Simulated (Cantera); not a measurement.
Feed: 1 mol Al, 1.7 mol N2, 1.6 mol H2, 6 mol H2O, at 2075 K and 3800 Pa.

Cantera equilibrium calculation (NASA polynomials, part measured and part estimated; ideal gas, pure solids and liquids). Candidate condensed phases: Al, AlN, Al2O3, H2O; 35 gas species. Gases not in the tables: Al(OH)3. Kinetics and transport are ignored.

Base state: H2O 0.480, H2 0.329, N2 0.182, H 0.00783, OH 0.00131, NO 3.66e-5, O 2.23e-5, O2 1.40e-5 (mole fractions); condensed: Al2O3(s).

Problem. What changes in the equilibrium state with this change: pressure from 3800 Pa to 1100 Pa?

Solution. 
```tsv
species	before	after
H2O	0.480	0.477
H2	0.329	0.325
N2	0.182	0.181
H	0.00783	0.0145
O2	1.40e-5	4.87e-5
O	2.23e-5	7.76e-5
NO	3.66e-5	6.82e-5
OH	0.00131	0.00243
Al2O3(s), mol	0.500	0.500
```

Problem. What changes in the equilibrium state with this change: Al replaced by Al(CH3)3?

Solution. 
```
species         before    after
-------------  -------  -------
H2               0.329    0.627
CO                   0    0.173
N2               0.182    0.101
H2O              0.480   0.0839
H              0.00783   0.0108
CO2                  0  0.00476
O2             1.40e-5  1.17e-7
NO             3.66e-5  2.49e-6
O              2.23e-5  2.04e-6
Al2O3(s), mol    0.500    0.500
```
The feed counts by its element totals alone. Further candidate phases: C, C6H6, C7H8, C8H18.
